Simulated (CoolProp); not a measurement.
R11 along the isobar 6.46 bar: Z from the reference equation and from simpler models built on Tc = 471.1 K, pc = 44.08 bar, ω = 0.189; each cubic takes its own stable root.

Values from CoolProp's reference Helmholtz-energy equation of state, Jacobsen 1992.

```
T (K)   phase  reference
-----  ------  ---------
322.9  liquid    0.02333
328.4  liquid    0.02317
334    liquid    0.02302
339.5  liquid    0.02289
345    liquid    0.02277
350.6  liquid    0.02267
356.1  liquid    0.02259
367.2     gas     0.8752
372.7     gas     0.8824
378.2     gas     0.8889
383.8     gas     0.8949
389.3     gas     0.9003
394.8     gas     0.9053
```

### Question
How far does each simpler model (van der Waals, Redlich-Kwong) lie from the reference over these 13 states: mean and median of the absolute difference, and the worst?

### Answer
- van der Waals: mean 2052.8 %, median 3680.5 %, worst +3920.8 % at 356.1 K and 6.46 bar
- Redlich-Kwong: mean 296.5 %, median 8.9 %, worst +3789.3 % at 356.1 K and 6.46 bar

At some of these states van der Waals, Redlich-Kwong gives the other phase, because its saturation line lies elsewhere.
